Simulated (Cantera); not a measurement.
KCl + N2 (halide evaporation, hydrolysis and transport)

Input: 1 mol KCl, 33 mol N2, equilibrated at 775 K and 82.5 Torr.

Equilibrium computed with Cantera from the NASA thermochemical tables; the gas is ideal and each condensed phase is pure. Candidate condensed phases: K, KCl; 8 gas species. Kinetics and transport are ignored.

| Property | Value |
|---|---|
| x(N2) | 1.000 |
| n(KCl(s)) | 1.000 mol |
| gas amount | 33.00 mol |
| log10 activity of K(l) (absent) | -14.16 |
